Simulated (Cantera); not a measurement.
# Premixed flame

A freely propagating, adiabatic, planar premixed flame of 29.4 % H2, 14.8 % O2, 55.8 % N2, unburnt at 675 K and 6.02 atm; mixture-averaged transport, grid criteria slope 0.08 and curve 0.16, no radiation.

Computed with Cantera and the H2/O2 subset of GRI-Mech 3.0, which has no nitrogen chemistry. The hydrogen kinetics of GRI-Mech 3.0 are dated; newer H2 mechanisms differ, most at raised pressure. Burning velocities carry a grid error of a few per cent, more on coarse grids.

```tsv
z (mm)	T (K)	u (m/s)	x H2	x O2	x O	x H	x OH	x HO2
-0.144	675	8.67	0.294	0.148	<1e-8	<1e-8	<1e-8	<1e-8
-0.0963	675	8.67	0.294	0.148	<1e-8	<1e-8	<1e-8	<1e-8
-0.0722	675	8.67	0.294	0.148	<1e-8	<1e-8	<1e-8	2.32e-8
-0.0482	675	8.66	0.293	0.148	1.54e-8	<1e-8	<1e-8	1.66e-6
-0.0241	704	8.91	0.282	0.150	9.31e-6	6.83e-5	3.60e-5	0.000458
-0.0120	951	11.6	0.240	0.144	0.000383	0.00310	0.00110	0.000830
0	1423	16.8	0.154	0.107	0.00385	0.0189	0.00440	0.000408
0.0120	1772	20.7	0.0806	0.0577	0.00822	0.0324	0.0113	0.000185
0.0241	1960	22.7	0.0530	0.0345	0.00949	0.0323	0.0164	9.38e-5
0.0482	2146	24.6	0.0421	0.0238	0.00817	0.0241	0.0193	4.92e-5
0.0963	2316	26.3	0.0359	0.0189	0.00549	0.0150	0.0189	2.73e-5
0.193	2454	27.6	0.0289	0.0149	0.00332	0.00849	0.0168	1.51e-5
0.385	2552	28.5	0.0224	0.0117	0.00197	0.00474	0.0141	8.92e-6
```
x: mole fraction of selected species; z is measured from the peak of heat release.

```yaml
laminar_burning_velocity: 867 cm/s
thermal_thickness: 0.0482 mm
peak x(O): 0.00949
peak x(H): 0.0335
peak x(OH): 0.0195
peak x(HO2): 0.000965
```
